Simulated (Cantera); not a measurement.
Cantera with NASA thermochemical tables; ideal gases at 1 bar, condensed phases pure. Values are per mole of reaction as written; species without (g) are pure solids or liquids, kept so even where they would boil at 1 bar.

3 F2(g) + 2 BN = 2 BF3(g) + 2 N(g)

```csv
T (K),ΔH° (kJ),ΔS° (J/K),ΔG° (kJ),log10 K
448,-823.1,180.1,-903.8,105.38
548,(withheld),(withheld),(withheld),(withheld)
648,(withheld),(withheld),(withheld),(withheld)
748,(withheld),(withheld),(withheld),(withheld)
848,(withheld),(withheld),(withheld),(withheld)
```

Some entries are withheld; supply them.


- 548, ΔH° (kJ): -822.9
- 548, ΔS° (J/K): 180.5
- 548, ΔG° (kJ): -921.8
- 548, log10 K: 87.87
- 648, ΔH° (kJ): -822.9
- 648, ΔS° (J/K): 180.5
- 648, ΔG° (kJ): -939.9
- 648, log10 K: 75.76
- 748, ΔH° (kJ): -823.1
- 748, ΔS° (J/K): 180.2
- 748, ΔG° (kJ): -957.9
- 748, log10 K: 66.89
- 848, ΔH° (kJ): -823.5
- 848, ΔS° (J/K): 179.8
- 848, ΔG° (kJ): -975.9
- 848, log10 K: 60.11
